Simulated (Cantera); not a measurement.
A perfectly stirred reactor is fed with H2 : O2 : N2 : H2O = 1.7 : 1 : 6.5 : 0.35 (molar parts), at 0.987 atm; it is held at 1050 K, and followed from long to short residence time.

Model: the H2/O2 subset of GRI-Mech 3.0, which has no nitrogen chemistry, integrated in Cantera. The temperature is held fixed by assumption; the heat of reaction is taken as removed at once.

One state of this run: x H2 = 0.0203; x O2 = 0.0272; x HO2 = 4.63e-5; x OH = 1.61e-5; x O = 1.24e-5; x H = 4.66e-5; x H2O2 = 1.41e-5. x: mole fraction; the columns are a selection and need not sum to one.

Which value of τ (s) does it belong to?
A) 0.0074
B) 0.033
C) 0.14
D) 0.30

B, 0.033
